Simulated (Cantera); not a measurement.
Cantera run:

```python
import numpy as np
import cantera as ct

gas_names = [...]  # 109 gases of nasa_gas.yaml made of C, Cl, H, Si
cond_names = """
    C(gr) C6H6(L) C7H8(L) C8H18(L),n-octa Si(cr) Si(L) SiC(b)
""".split()


# ... load() reads the species with a 1 bar reference pressure and builds the phases ...
atoms = {
    'SiH2Cl2': {'Si': 1, 'H': 2, 'CL': 2},
    'C3H8': {'C': 3, 'H': 8},
    'H2': {'H': 2},
    'CH4': {'C': 1, 'H': 4},
}
top_T = {'C(gr)': 4500, 'SiC(b)': 3050}  # K; cautious upper limits of use, not melting points


# ... equilibrate(T, P, feed) seeds the gas with the atoms and calls Mixture.equilibrate('TP', solver="vcs", rtol=1e-11, max_steps=5000) ...
results = []
T = 2298.15  # K
P = 100000  # Pa
for m in [37, 56, 83, 120, 190, 280, 420, 630, 940]:
    feed = {'SiH2Cl2': 1, 'C3H8': 0.63, 'H2': m, 'CH4': 0.75}  # mol
    mix = equilibrate(T, P, feed)
    results.append((T, P, feed, dict(zip(mix.species_names, mix.species_moles))))

top = {s: max(r[3][s] / sum(r[3][g] for g in gas_names) for r in results) for s in gas_names}
cols = sorted((s for s in top if top[s] > 1e-05), key=lambda s: -top[s])[:7]
seen = [c for c in cond_names if any(r[3].get(c, 0) > 1e-12 for r in results)]
print("log10 of partial pressures in bar; condensed amounts in mol")
print(f"{'n(H2)':>10s}" + "".join(f"{s[:9]:>10s}" for s in cols + seen))
for T, P, feed, n in results:
    ng = sum(n[g] for g in gas_names)
    print(f"{feed['H2']:10.4g}" + "".join(f"{np.log10(max(n[s] / ng * P / 1e5, 1e-99)):10.3f}" for s in cols)
          + "".join(f"{n.get(c, 0):10.4g}" for c in seen))
```

Output:

```
log10 of partial pressures in bar; condensed amounts in mol
     n(H2)        H2       HCL         H C2H2,acet     SiCL2        CL        Si     C(gr)    SiC(b)
        37    -0.027    -1.349    -2.032    -2.395    -3.271    -3.496    -3.883     1.315    0.9624
        56    -0.020    -1.504    -2.029    -2.389    -3.589    -3.655    -3.883     1.146    0.9641
        83    -0.016    -1.659    -2.026    -2.384    -3.903    -3.812    -3.883    0.9105    0.9613
       120    -0.013    -1.808    -2.025    -2.382    -4.204    -3.963    -3.883    0.5911     0.954
       190    -0.011    -1.999    -2.024    -2.382    -4.587    -4.155    -3.882         0    0.9367
       280    -0.009    -2.163    -2.023    -2.538    -4.837    -4.319    -3.802         0    0.8968
       420    -0.007    -2.336    -2.022    -2.697    -5.104    -4.493    -3.722         0     0.823
       630    -0.006    -2.510    -2.022    -2.846    -5.378    -4.667    -3.647         0    0.6935
       940    -0.006    -2.682    -2.021    -2.978    -5.657    -4.840    -3.581         0    0.4761
```

Method: chemical equilibrium by Gibbs-energy minimisation in Cantera with the NASA 1993 tables (ideal gas, pure condensed phases). The tables' values for SiCl are old estimates; treat these amounts as uncertain. Gases not in the tables: Si2H6 and higher silanes.
